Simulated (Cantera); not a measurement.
A Cantera script and what it prints.

```python
import numpy as np
import cantera as ct

gas_names = """
    CL CL2 H HCL H2 N NH NH2 NH3 N2 N2H2 N2H4 Si SiCL SiCL2 SiCL3 SiCL4 SiH SiHCL3 SiH2 SiH2CL2 SiH3
    SiH3CL SiH4 SiN Si2 Si2N Si3
""".split()
cond_names = """
    NH4CL(a) NH4CL(b) Si(cr) Si(L) Si3N4(a)
""".split()


# ... load() reads the species with a 1 bar reference pressure and builds the phases ...
atoms = {
    'SiH2Cl2': {'Si': 1, 'H': 2, 'CL': 2},
    'N2': {'N': 2},
}
top_T = {'Si3N4(a)': 2400}  # K; cautious upper limits of use, not melting points


# ... equilibrate(T, P, feed) seeds the gas with the atoms and calls Mixture.equilibrate('TP', solver="vcs", rtol=1e-11, max_steps=5000) ...
results = []
T = 775  # K
P = 10000  # Pa
for m in [0.75, 1.2, 1.8, 2.8, 4.4, 6.8, 11, 17, 26, 40]:
    feed = {'SiH2Cl2': 1, 'N2': m}  # mol
    mix = equilibrate(T, P, feed)
    results.append((T, P, feed, dict(zip(mix.species_names, mix.species_moles))))

top = {s: max(r[3][s] / sum(r[3][g] for g in gas_names) for r in results) for s in gas_names}
cols = sorted((s for s in top if top[s] > 0.0001), key=lambda s: -top[s])[:8]
seen = [c for c in cond_names if any(r[3].get(c, 0) > 1e-12 for r in results)]
print("log10 of partial pressures in bar; condensed amounts in mol")
print(f"{'n(N2)':>10s}" + "".join(f"{s[:9]:>10s}" for s in cols + seen))
for T, P, feed, n in results:
    ng = sum(n[g] for g in gas_names)
    print(f"{feed['N2']:10.4g}" + "".join(f"{np.log10(max(n[s] / ng * P / 1e5, 1e-99)):10.3f}" for s in cols)
          + "".join(f"{n.get(c, 0):10.4g}" for c in seen))
```

It prints:

```
log10 of partial pressures in bar; condensed amounts in mol
     n(N2)        N2        H2       HCL     SiCL4    SiHCL3  Si3N4(a)
      0.75    -1.807    -1.467    -1.478    -1.769    -4.947    0.2213
       1.2    -1.514    -1.585    -1.517    -1.886    -5.143    0.2281
       1.8    -1.357    -1.703    -1.580    -2.004    -5.317    0.2332
       2.8    -1.240    -1.851    -1.671    -2.152    -5.521    0.2384
       4.4    -1.159    -2.021    -1.785    -2.322    -5.748    0.2438
       6.8    -1.106    -2.201    -1.911    -2.502    -5.981    0.2489
        11    -1.067    -2.414    -2.065    -2.715    -6.254    0.2546
        17    -1.045    -2.617    -2.213    -2.918    -6.511    0.2598
        26    -1.030    -2.822    -2.364    -3.123    -6.770    0.2649
        40    -1.019    -3.035    -2.523    -3.336    -7.038    0.2699
```

These are equilibrium values from Cantera (NASA tables, ideal gas, pure condensed phases), not measurements of a reactor. N2 is the only nitrogen source here; it is nearly inert below about 1500 K, so the nitride shown seldom forms there in practice.
